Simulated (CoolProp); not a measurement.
The fluoroketone C6F12O (FK-5-1-12) along the isotherm 483.5 K: Z from the reference equation and from simpler models built on Tc = 441.8 K, pc = 1.869 MPa, ω = 0.471; each cubic takes its own stable root.

Values from CoolProp's reference Helmholtz-energy equation of state, McLinden 2015.

```tsv
p (MPa)	phase	reference
0.0591	gas	0.9921
0.092	gas	0.9876
0.143	gas	0.9807
0.223	gas	0.9699
0.347	gas	0.9528
0.541	gas	0.9257
0.842	gas	0.8821
1.31	gas	0.8093
2.04	supercritical	0.6800
3.18	supercritical	0.4637
4.95	supercritical	0.4498
7.71	supercritical	0.5940
12	supercritical	0.8334
18.7	supercritical	1.196
```

How far does each simpler model (van der Waals, Redlich-Kwong, Soave-Redlich-Kwong) lie from the reference over these 14 states: mean and median of the absolute difference, and the worst?


- van der Waals: mean 8.5 %, median 0.4 %, worst +29.3 % at 483.5 K and 18.7 MPa
- Redlich-Kwong: mean 2.2 %, median 0.9 %, worst -7.8 % at 483.5 K and 3.18 MPa
- Soave-Redlich-Kwong: mean 3.6 %, median 0.7 %, worst +15.3 % at 483.5 K and 4.95 MPa
